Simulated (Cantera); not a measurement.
## Counterflow diffusion flame

A counterflow diffusion flame at 1.80 bar, nozzles 20 mm apart: fuel side CO : H2 : CH4 : N2 = 1 : 0.075 : 0.96 : 0.23 (molar parts) at 525 K, oxidiser side O2 : N2 = 0.18 : 0.82 (molar parts) at 450 K, fuel mass flux 0.87 times the oxidiser's; mixture-averaged transport, no radiation.

Detailed kinetics in Cantera: GRI-Mech 3.0 (53 species, 325 reactions). GRI-Mech 3.0 has no aromatics or soot, which form on the fuel side of real flames. The maximum strain rate includes the flame's own expansion and is several times the mean. A flux with no burning solution from the previous one only brackets extinction.

| oxidiser flux (kg/m²/s) | max strain (1/s) | mean strain (1/s) | T max (K) | peak x OH | peak x H | peak x NO | peak x CO | peak x C2H2 |
|---|---|---|---|---|---|---|---|---|
| 1.1 | 352 | 92.4 | 1994 | 0.00484 | 0.00267 | 0.000145 | 0.442 | 0.00489 |
| 1.7 | 531 | 143 | 1969 | 0.00477 | 0.00285 | 0.000120 | 0.442 | 0.00429 |
| 2.8 | 856 | 235 | 1938 | 0.00460 | 0.00302 | 8.95e-5 | 0.442 | 0.00366 |
| 4.5 | 1350 | 378 | 1896 | 0.00422 | 0.00304 | 5.72e-5 | 0.442 | 0.00289 |
| 7.2 | 2100 | 604 | 1818 | 0.00333 | 0.00263 | 2.31e-5 | 0.442 | 0.00169 |
x: mole fraction; the columns are a selection and need not sum to one.

At the next flux tried, 12 kg/m²/s, no burning solution was found from the previous one.
